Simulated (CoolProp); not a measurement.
Water along the isotherm 691 K: Z from the reference equation and from simpler models built on Tc = 647.1 K, pc = 22.06 MPa, ω = 0.344; each cubic takes its own stable root.

Computed with CoolProp (reference Helmholtz-energy equation of state, Wagner 2002).

| p (MPa) | phase | reference |
|---|---|---|
| 0.174 | gas | 0.9980 |
| 0.31 | gas | 0.9964 |
| 0.552 | gas | 0.9935 |
| 0.981 | gas | 0.9884 |
| 1.74 | gas | 0.9793 |
| 3.1 | gas | 0.9625 |
| 5.52 | gas | 0.9311 |
| 9.81 | gas | 0.8708 |
| 17.4 | gas | 0.7451 |
| 31 | supercritical | 0.4164 |
| 55.2 | supercritical | 0.3150 |

How far does each simpler model (van der Waals, Redlich-Kwong) lie from the reference over these 11 states: mean and median of the absolute difference, and the worst?


- van der Waals: mean 6.4 %, median 0.1 %, worst +64.1 % at 691 K and 55.2 MPa
- Redlich-Kwong: mean 3.9 %, median 0.2 %, worst +40.3 % at 691 K and 55.2 MPa
